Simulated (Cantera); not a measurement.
A closed system holds: 1 mol CH₃F, 0.44 mol F₂, 4.8 mol H₂, at 823.15 K.

Cantera equilibrium calculation (NASA polynomials, part measured and part estimated; ideal gas, pure solids and liquids). Candidate condensed phases: C, C₆H₆, C₇H₈, C₈H₁₈; 95 gas species. Kinetics and transport are ignored.

Problem. Which condensed phases are stable at each of these points (P (Pa)): 1, 5.20, 27, 140, 720, 3700, 19000, 100000?

Solution. 
| P (Pa) | condensed phases | C condensed (%) |
|---|---|---|
| 1 | C(graphite) | 100.0 |
| 5.20 | C(graphite) | 100.0 |
| 27 | C(graphite) | 99.9 |
| 140 | C(graphite) | 99.5 |
| 720 | C(graphite) | 97.4 |
| 3700 | C(graphite) | 87.4 |
| 19000 | C(graphite) | 50.1 |
| 100000 | gas only | 0.0 |

From 0.00750 Torr to 143 Torr the condensed part is C(graphite). At 750 Torr nothing is condensed.
